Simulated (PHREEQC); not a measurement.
## Metal-bearing waste water: an equilibrium model

Make-up at 20 °C: 0.0021 mol NiSO4, 0.16 mol ZnCl2, 0.0002 mol NaH2PO4 and 0.0012 mol NaCl per kg of water. Closed to the air; pH follows from the charge balance.

The numbers come from PHREEQC with the ion-association model, wateq4f.dat.

No solid was allowed to form.

**Question.** What pH does the model give?

**Answer.** pH 4.85.

**Question.** In which forms is Cl present?

**Answer.** Cl- 90 %, ZnCl+ 6.8 %, ZnCl2 1.6 %, ZnCl3- 0.8 % of the Cl.

Saturation is exceeded, for instance for Zn3(PO4)2:4w; the values hold only as long as no solid forms. Species that the database lacks are ignored. H3PO4, which wateq4f.dat lacks, is added to it with the constant of phreeqc.dat. The database has no phosphate complexes of Zn, Ni.
